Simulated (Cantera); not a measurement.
**Halide evaporation, hydrolysis and transport: CuF2 + HF + H2**

Feed: 1 mol CuF2, 0.023 mol HF, a varied amount of H2, at 1475 K and 1900 Pa.

Cantera equilibrium calculation (NASA polynomials, part measured and part estimated; ideal gas, pure solids and liquids). Candidate condensed phases: Cu, CuF2; 15 gas species. The numbers say what is thermodynamically allowed, not how fast it happens.

| n(H2) (mol) | x H2 | x HF | x CuF | x CuF2 | x Cu | x H | n Cu(l) |
|---|---|---|---|---|---|---|---|
| 0.6 | 1.32e-8 | 0.618 | 0.359 | 0.0227 | 0.000282 | 1.08e-8 | 0.244 |
| 0.88 | 2.66e-7 | 0.883 | 0.114 | 0.00230 | 0.000282 | 4.85e-8 | 0.764 |
| 1.3 | 0.129 | 0.870 | 0.000162 | 4.60e-9 | 0.000282 | 3.38e-5 | 0.999 |
| 1.9 | 0.308 | 0.692 | 8.32e-5 | 1.22e-9 | 0.000282 | 5.22e-5 | 0.999 |
| 2.9 | 0.484 | 0.515 | 4.95e-5 | 4.30e-10 | 0.000282 | 6.55e-5 | 0.999 |
| 4.3 | 0.620 | 0.380 | 3.22e-5 | 1.83e-10 | 0.000282 | 7.41e-5 | 0.998 |
| 6.3 | 0.723 | 0.276 | 2.17e-5 | 8.26e-11 | 0.000282 | 8.00e-5 | 0.998 |
| 9.4 | 0.806 | 0.194 | 1.44e-5 | 3.66e-11 | 0.000282 | 8.45e-5 | 0.997 |
| 14 | 0.865 | 0.135 | 9.66e-6 | 1.64e-11 | 0.000282 | 8.75e-5 | 0.996 |
| 21 | 0.908 | 0.0918 | 6.43e-6 | 7.28e-12 | 0.000282 | 8.96e-5 | 0.994 |
x: gas mole fraction; n: condensed amount in mol.

From 0.6 mol H2 to 21 mol H2 the condensed part is Cu(l). The main Cu-bearing gas is CuF at 0.6 mol H2 and Cu at 21 mol H2.
